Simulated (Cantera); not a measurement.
Mixture: 4.19 % CH4, 17.1 % O2, 64.1 % N2, 14.7 % H2O, at 15.8 atm, adiabatic and at constant pressure. Ignition delay is the time to a rise of 400 K.

Cantera simulation using GRI-Mech 3.0 (53 species, 325 reactions); the numbers are that mechanism's predictions, not measurements. The pressure lies above the range GRI-Mech 3.0 was tuned for (to about 10 atm).

**Question.** Predict: delay at 1200 K; delay at 1250 K; delay at 1300 K; delay at 1350 K; delay at 1400 K; delay at 1450 K; delay at 1500 K; apparent activation energy between 1400 and 1500 K.

**Answer.** 
- delay at 1200 K: 2.53 ms
- delay at 1250 K: 1.40 ms
- delay at 1300 K: 0.805 ms
- delay at 1350 K: 0.480 ms
- delay at 1400 K: 0.294 ms
- delay at 1450 K: 0.184 ms
- delay at 1500 K: 0.117 ms
- apparent activation energy between 1400 and 1500 K: 160 kJ/mol
